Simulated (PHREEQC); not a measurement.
Solution (50 °C): 0.18 mol/kgw FeCl3, 0.0019 mol/kgw ZnCl2, 0.00035 mol/kgw NaHCO3 and 0.002 mol/kgw Na2SO4. Closed to the air; pH follows from the charge balance.

Equilibrium calculation in PHREEQC: ion-association model, phreeqc.dat.

### Question
The ionic strength comes out as 0.618 mol/kgw. What activity coefficients do Fe+3, Fe(OH)2+, H+, Fe3(OH)4+5, FeOH+2 get?

### Answer
Fe+3 0.074, Fe(OH)2+ 0.67, H+ 0.75, Fe3(OH)4+5 0.00039, FeOH+2 0.19.

No solid was allowed to form. Examples of supersaturated solids here: Hematite (slow to form), Goethite (slow to form). Others may be too. At this temperature some constants are extrapolated from 25 °C, and those without enthalpy data are left unchanged.
